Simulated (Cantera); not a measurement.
## Catalytic stagnation flow on Pt

A jet of CH4 : O2 : N2 = 0.064 : 0.13 : 0.79 (molar parts) at 300 K and 0.100 bar hits a platinum plate 4.8 cm away at a mass flux of 0.077 kg/m²/s; the plate temperature is set and raised in steps from an oxygen-covered start.

Detailed kinetics in Cantera: Deutschmann's 1995 Pt surface mechanism with GRI-Mech 3.0 gas chemistry. Catalytic surfaces can have several steady states; this one follows from the mechanism file's or the stated starting coverage.

| plate T (K) | wall x CH4 | wall x O2 | wall x H2O | wall x OH | wall x CO | wall x CO2 | θ free Pt | θ O* | θ OH* |
|---|---|---|---|---|---|---|---|---|---|
| 950 | 0.0283 | 0.0535 | 0.0687 | 1.20e-7 | 1.66e-5 | 0.0454 | 0.312 | 0.686 | 0.00208 |
| 1000 | 0.0188 | 0.0336 | 0.0860 | 3.19e-7 | 1.62e-5 | 0.0571 | 0.416 | 0.582 | 0.00206 |
| 1050 | 0.0129 | 0.0210 | 0.0968 | 7.23e-7 | 1.64e-5 | 0.0644 | 0.524 | 0.474 | 0.00187 |
| 1100 | 0.00926 | 0.0135 | 0.103 | 1.45e-6 | 1.79e-5 | 0.0688 | 0.630 | 0.368 | 0.00161 |
| 1150 | 0.00709 | 0.00901 | 0.107 | 2.64e-6 | 2.14e-5 | 0.0714 | 0.728 | 0.271 | 0.00131 |
x: mole fraction at the wall; θ: surface coverage.
